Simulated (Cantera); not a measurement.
## Al + NH3 + N2 (aluminium nitride and oxide growth)

Charge: 1 mol Al, 4.9 mol NH3, 120 mol N2, equilibrated at 1473.15 K and 750 Pa.

Cantera equilibrium calculation (NASA polynomials, part measured and part estimated; ideal gas, pure solids and liquids). Candidate condensed phases: Al, AlN; 13 gas species. Rates play no part.

- x(N2) = 0.943
- x(H2) = 0.0568
- x(H) = 3.49e-5
- n(AlN(s)) = 1.000 mol
- gas amount = 129.3 mol
- log10 activity of Al(l) (absent) = -4.46
